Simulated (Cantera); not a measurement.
Mixture: 15.5 % CH₄, 16.3 % O₂, 61.3 % N₂, 6.97 % H₂O, at 1.60 bar, adiabatic and at constant pressure. Ignition delay is the time to a rise of 400 K.

Detailed kinetics in Cantera: GRI-Mech 3.0 (53 species, 325 reactions).

Question: Predict: delay at 1025 K; delay at 1225 K; delay at 1425 K; delay at 1625 K; apparent activation energy between 1525 and 1725 K.

Answer: 
- delay at 1025 K = 0.666 s
- delay at 1225 K = 36.5 ms
- delay at 1425 K = 3.10 ms
- delay at 1625 K = 0.373 ms
- apparent activation energy between 1525 and 1725 K = 210 kJ/mol
